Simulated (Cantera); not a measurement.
An adiabatic, constant-pressure homogeneous reactor starts with 15.9 % CH₄, 17.6 % O₂, 66.5 % N₂, at 1400 K and 670000 Pa.

Detailed kinetics in Cantera: GRI-Mech 3.0 (53 species, 325 reactions).

Problem. Predict: time of steepest temperature rise; temperature at 0.800 s; equilibrium temperature; x(O₂) at 0.800 s; x(H) at 0.800 s; x(NO₂) at 0.800 s.

Solution. 
```json
{
  "time_of_steepest_temperature_rise": "0.991 ms",
  "temperature at 0.800 s": "2569 K",
  "equilibrium_temperature": "2569 K",
  "x(O₂) at 0.800 s": "1.34e-5 (gas-phase equilibrium 1.34e-5)",
  "x(H) at 0.800 s": "0.00470 (gas-phase equilibrium 0.00470)",
  "x(NO₂) at 0.800 s": "3.05e-9 (gas-phase equilibrium 3.05e-9)"
}
```
